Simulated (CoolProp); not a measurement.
The numbers come from the reference Helmholtz-energy equation of state, Lemmon 2022 in CoolProp.

Problem. Give the vapour pressure (kPa), liquid density (kg/m³), vapour density (kg/m³), enthalpy of vaporisation (kJ/kg) of saturated R1234yf at -92.15, -76.15 °C.

Solution. 
```json
[
 {"T (°C)": "-92.15", "p (kPa)": "2.00", "liquid density (kg/m³)": "1430", "vapour density (kg/m³)": "0.152", "enthalpy of vaporisation (kJ/kg)": "212"},
 {"T (°C)": "-76.15", "p (kPa)": "7.23", "liquid density (kg/m³)": "1390", "vapour density (kg/m³)": "0.507", "enthalpy of vaporisation (kJ/kg)": "204"}
]
```
